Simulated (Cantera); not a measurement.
**Ignition delay**

Mixture: H2 : O2 : N2 = 1 : 1.14 : 4.27 (molar parts), equivalence ratio 0.44, at 71000 Pa, adiabatic and at constant pressure. Ignition delay is the time to a rise of 400 K.

Computed with Cantera and the H2/O2 subset of GRI-Mech 3.0, which has no nitrogen chemistry. Where the delays flatten at high temperature, the 400 K rule measures the pace of heat release, not the induction time.

```json
[
 {"T0 (K)": "1025", "delay (ms)": "0.240"},
 {"T0 (K)": "1075", "delay (ms)": "0.155"},
 {"T0 (K)": "1125", "delay (ms)": "0.112"},
 {"T0 (K)": "1175", "delay (ms)": "0.0869"},
 {"T0 (K)": "1225", "delay (ms)": "0.0712"},
 {"T0 (K)": "1275", "delay (ms)": "0.0610"},
 {"T0 (K)": "1325", "delay (ms)": "0.0545"},
 {"T0 (K)": "1375", "delay (ms)": "0.0505"}
]
```
